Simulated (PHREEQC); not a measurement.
Make-up at 20 °C: 33 mmol/kgw NaHSO4 and 0.54 mmol/kgw Na2B4O7. Closed to the air; pH follows from the charge balance.

The numbers come from PHREEQC with the ion-association model, wateq4f.dat.

The ionic strength comes out as 0.0700 mol/kgw. What activity coefficients do NaSO4-, H+, Na+, HSO4-, SO4-2 get?

NaSO4- 0.81, H+ 0.84, Na+ 0.81, HSO4- 0.80, SO4-2 0.42.

This is a speciation only: nothing precipitates in the calculation. Complexes and solids missing from the database can't appear.
